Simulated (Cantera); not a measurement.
Feed: 1 mol Si, 3.6 mol HCl, a varied amount of H2, at 1 atm.

Method: chemical equilibrium by Gibbs-energy minimisation in Cantera with the NASA 1993 tables (ideal gas, pure condensed phases). Candidate condensed phases: Si; 19 gas species. The tables' values for SiCl3 are old estimates. Rates play no part.

Stable condensed phases, one row left out:

```
T in °C \ n(H2) in mol
         0.53 0.84  1.3  2.1  3.3  5.3  8.3
   1402     A    A    A    A    A    A    B
   1202     A    A    A    A    B    B    B
   1102     B    B    B    B    B    B    B
   1002     B    B    B    B    B    B    B
    902     B    B    B    B    B    B    B
    802     B    B    B    B    B    B    B
    702     B    B    B    B    B    B    B
    602     B    B    B    B    B    B    A
    502     B    B    B    B    B    A    A
    402     B    B    B    B    B    A    A
```

A: gas only; B: Si.

### Question
Give the row for 1302 °C.

### Answer
0.53: gas only; 0.84: gas only; 1.3: gas only; 2.1: gas only; 3.3: gas only; 5.3: gas only; 8.3: Si.
